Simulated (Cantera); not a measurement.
# Reactions in the system B-Cl-H-O

Source: NASA polynomial tables (part measured, part estimated), evaluated in Cantera. Values are per mole of reaction as written; species without (g) are pure solids or liquids, kept so even where they would boil at 1 bar. The tables' values for BOCl are old estimates.

B + 2 H2O(g) + 3 Cl(g) → HBO2(g) + 3 HCl(g)

```
T (K)  ΔH° (kJ)  ΔS° (J/K)  ΔG° (kJ)  log10 K
-----  --------  ---------  --------  -------
848      -726.7      -95.5    -645.7    39.77
898      -727.4      -96.3    -640.9    37.28
948      -728.1      -97.1    -636.1    35.05
998      -728.7      -97.7    -631.2    33.04
1048     -729.4      -98.4    -626.3    31.22
1098     -730.0      -99.0    -621.4    29.56
```

B + 3 OH(g) → H2O(g) + HBO2(g)

```tsv
T (K)	ΔH° (kJ)	ΔS° (J/K)	ΔG° (kJ)	log10 K
848	-930.4	-148.5	-804.4	49.55
898	-930.9	-149.1	-797.0	46.36
948	-931.4	-149.7	-789.5	43.50
998	-931.9	-150.2	-782.0	40.93
1048	-932.3	-150.6	-774.5	38.60
1098	-932.8	-151.0	-767.0	36.49
```

3 O(g) + BCl3(g) + 2 B → 3 BOCl(g)

| T (K) | ΔH° (kJ) | ΔS° (J/K) | ΔG° (kJ) | log10 K |
|---|---|---|---|---|
| 848 | -1304.2 | -92.7 | -1225.6 | 75.49 |
| 898 | -1305.2 | -93.8 | -1220.9 | 71.02 |
| 948 | -1306.1 | -94.8 | -1216.2 | 67.01 |
| 998 | -1307.1 | -95.8 | -1211.5 | 63.41 |
| 1048 | -1308.1 | -96.8 | -1206.6 | 60.14 |
| 1098 | -1309.1 | -97.7 | -1201.8 | 57.17 |
